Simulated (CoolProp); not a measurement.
Sulfur hexafluoride along the isobar 5340 kPa: fugacity coefficient from the reference equation and from simpler models built on Tc = 318.7 K, pc = 3755 kPa, ω = 0.210; each cubic takes its own stable root.

Values from CoolProp's reference Helmholtz-energy equation of state, Guder 2009.

| T (K) | phase | reference | van der Waals | Redlich-Kwong | Soave-Redlich-Kwong | Peng-Robinson |
|---|---|---|---|---|---|---|
| 284.5 | liquid | 0.2876 | 0.3985 | 0.3214 | 0.2959 | 0.2830 |
| 329.3 | supercritical | 0.5739 | 0.5888 | 0.5698 | 0.5784 | 0.5538 |
| 374.1 | supercritical | 0.7443 | 0.7230 | 0.7233 | 0.7466 | 0.7172 |
| 418.9 | supercritical | 0.8324 | 0.7973 | 0.8064 | 0.8381 | 0.8088 |
| 463.7 | supercritical | 0.8890 | 0.8471 | 0.8611 | 0.8974 | 0.8697 |
| 508.5 | supercritical | 0.9273 | 0.8828 | 0.8990 | 0.9377 | 0.9120 |
| 553.3 | supercritical | 0.9541 | 0.9093 | 0.9262 | 0.9656 | 0.9420 |
| 598.1 | supercritical | 0.9732 | 0.9294 | 0.9461 | 0.9853 | 0.9637 |
